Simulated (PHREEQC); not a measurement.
Solution (25 °C): 0.0064 mol/kgw Cu(NO3)2, 0.0075 mol/kgw H2SO4 and 0.002 mol/kgw H3BO3. Closed to the air; pH follows from the charge balance.

Equilibrium calculation in PHREEQC: ion-association model, wateq4f.dat.

```csv
quantity,before,after
pH,1.96,2.59
ionic strength (mol/kgw),0.0321,0.00737
SO4-2 (mol/kgw),0.00385,0.00115
HSO4- (mol/kgw),0.00250,0.000220
H2BO3- (mol/kgw),1.28e-10,9.87e-11
```

Q: Name the change that produced these shifts.
A. 0.00046 mol/kgw NaH2PO4 added
B. 0.00014 mol/kgw NaCl added
C. Cu(NO3)2 from 0.0064 to 0.0096 mol/kgw
D. H2SO4 from 0.0075 to 0.015 mol/kgw
E. diluted 5-fold with water

A: E, diluted 5-fold with water

No solid was allowed to form.
